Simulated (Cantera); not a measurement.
A freely propagating, adiabatic, planar premixed flame of CH₄ : CO : O₂ : N₂ : H₂O = 1 : 0.59 : 2.09 : 7.84 : 0.48 (molar parts), unburnt at 575 K and 750 Torr; mixture-averaged transport, grid criteria slope 0.08 and curve 0.16, no radiation.

Computed with Cantera and GRI-Mech 3.0 (53 species, 325 reactions). Burning velocities carry a grid error of a few per cent, more on coarse grids.

Problem. How do the results move with these cheaper or finer settings: unity-Lewis-number transport; multicomponent transport; multicomponent+Soret transport; grid criteria slope 0.5, curve 1; grid criteria slope 0.25, curve 0.5; grid criteria slope 0.03, curve 0.06?

Solution. 
| setting | laminar burning velocity | thermal thickness | peak x(CH₂CO) | peak x(C₂H₆) | grid points |
|---|---|---|---|---|---|
| as above | 124 cm/s | 0.343 mm | 9.96e-5 | 0.000851 | 154 |
| unity-Lewis-number transport | 85.4 cm/s | 0.403 mm | 6.87e-5 | 0.000663 | 132 |
| multicomponent transport | 125 cm/s | 0.348 mm | 0.000102 | 0.000872 | 154 |
| multicomponent+Soret transport | 123 cm/s | 0.348 mm | 9.88e-5 | 0.000843 | 154 |
| grid criteria slope 0.5, curve 1 | 135 cm/s | 0.379 mm | 9.71e-5 | 0.000859 | 42 |
| grid criteria slope 0.25, curve 0.5 | 128 cm/s | 0.357 mm | 9.83e-5 | 0.000856 | 65 |
| grid criteria slope 0.03, curve 0.06 | 122 cm/s | 0.340 mm | 0.000100 | 0.000852 | 361 |
The base run took roughly 10 core-seconds.
Unity Lewis numbers drop preferential diffusion, which matters most where H2 and H carry the flame; Soret adds thermal diffusion.
